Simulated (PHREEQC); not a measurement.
Make-up at 25 °C: 1.8 mmol/kgw NH3 and 0.012 mmol/kgw H4SiO4. Closed to the air; pH follows from the charge balance.

Model: ion-association model, phreeqc.dat, run in PHREEQC.

Each row changes one thing in this solution. Precipitation was switched off in this run.

| case | pH | ionic strength (mol/kgw) | NH3 (mol/kgw) | NH4+ (mol/kgw) | H3SiO4- (mol/kgw) | H4SiO4 (mol/kgw) | SI of Quartz (SiO2) |
|---|---|---|---|---|---|---|---|
| as made | 10.21 | 0.000177 | 0.00162 | 0.000177 | 8.52e-6 | 3.48e-6 | -1.48 |
| 9.1e-05 mol/kgw CaSO4 added | 10.21 | 0.000537 | 0.00162 | 0.000179 | 8.54e-6 | 3.45e-6 | -1.48 |
| diluted 5-fold with water | 9.85 | 7.28e-5 | 0.000287 | 7.28e-5 | 1.22e-6 | 1.17e-6 | -1.95 |
| diluted 2-fold with water | 10.06 | 0.000121 | [?] | 0.000121 | 3.78e-6 | 2.21e-6 | -1.67 |
| 0.00058 mol/kgw Sr(OH)2 added | 11.04 | 0.00176 | 0.00177 | 2.94e-5 | 1.13e-5 | 6.57e-7 | -2.20 |
| NH3 from 0.0018 to 0.00162 mol/kgw | 10.19 | 0.000167 | 0.00145 | 0.000167 | 8.37e-6 | 3.62e-6 | -1.46 |
| H4SiO4 from 1.2e-05 to 6e-06 mol/kgw | 10.22 | 0.000175 | 0.00162 | 0.000175 | 4.27e-6 | [?] | -1.78 |
| NH3 replaced by (NH4)2HPO4 at the same molality | 8.03 | 0.00502 | 0.000192 | 0.00341 | 2.01e-7 | 1.18e-5 | -0.95 |

Question: Some entries are withheld; supply them.

Answer: 
- diluted 2-fold with water, NH3 (mol/kgw): 0.000779
- H4SiO4 from 1.2e-05 to 6e-06 mol/kgw, H4SiO4 (mol/kgw): 1.72e-6

Species that the database lacks are ignored.
